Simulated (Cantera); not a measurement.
A freely propagating, adiabatic, planar premixed flame of CH4 : H2 : O2 : N2 = 1 : 0.36 : 1.56 : 7.16 (molar parts), unburnt at 700 K and 100.0 Torr; mixture-averaged transport, grid criteria slope 0.08 and curve 0.16, no radiation.

Detailed kinetics in Cantera: GRI-Mech 3.0 (53 species, 325 reactions). Burning velocities carry a grid error of a few per cent, more on coarse grids.

Q: What does this change do: CH4 1 to 0.78 parts?

A: 
| quantity | before | after |
|---|---|---|
| laminar burning velocity | 176 cm/s | 255 cm/s |
| thermal thickness | 2.31 mm | 1.98 mm |
| peak x(H) | 0.0161 | 0.0210 |
| peak x(HO2) | 9.50e-5 | 0.000122 |

Q: What does this change do: inlet temperature 700 to 600 K?

A: 
```
quantity                    before     after
------------------------  --------  --------
laminar burning velocity  176 cm/s  123 cm/s
thermal thickness          2.31 mm   2.53 mm
peak x(H)                   0.0161    0.0142
peak x(HO2)                9.50e-5   8.25e-5
```
